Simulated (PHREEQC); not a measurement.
Consider water at 25 °C with 0.57 mol MgCl2 and 0.24 mol MgSO4 per kg of water. Closed to the air; pH follows from the charge balance.

The numbers come from PHREEQC with the Pitzer model, pitzer.dat.

This is a speciation only: nothing precipitates in the calculation.

**Question.** What activity of water, density, osmotic coefficient does the model give?

**Answer.** activity of water 0.964; density 1.067 g/cm³; osmotic coefficient 0.926.
